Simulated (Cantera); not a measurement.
Charge: 1 mol CH3SiH3, 0.39 mol HCl, 3.3 mol H2, at 1.33 mbar.

Cantera equilibrium calculation (NASA polynomials, part measured and part estimated; ideal gas, pure solids and liquids). Candidate condensed phases: C, C6H6, C7H8, C8H18, Si, SiC; 109 gas species. The feed counts by its element totals alone. Gases not in the tables: Si2H6 and higher silanes. Kinetics and transport are ignored.

Task: Which condensed phases are stable at each of these points (T (K)): 1825, 1900, 1975, 2050, 2125, 2200, 2275, 2350, 2425?

Result: 
```tsv
T (K)	condensed phases	Si condensed (%)
1825	SiC(s)	99.7
1900	C(graphite) + SiC(s)	99.5
1975	C(graphite) + SiC(s)	98.7
2050	C(graphite) + SiC(s)	96.5
2125	C(graphite) + SiC(s)	90.1
2200	C(graphite) + SiC(s)	71.7
2275	C(graphite) + SiC(s)	18.7
2350	C(graphite)	0.0
2425	C(graphite)	0.0
```

At 1825 K the condensed part is SiC(s). From 1900 K to 2275 K the condensed part is C(graphite) + SiC(s). From 2350 K to 2425 K the condensed part is C(graphite).
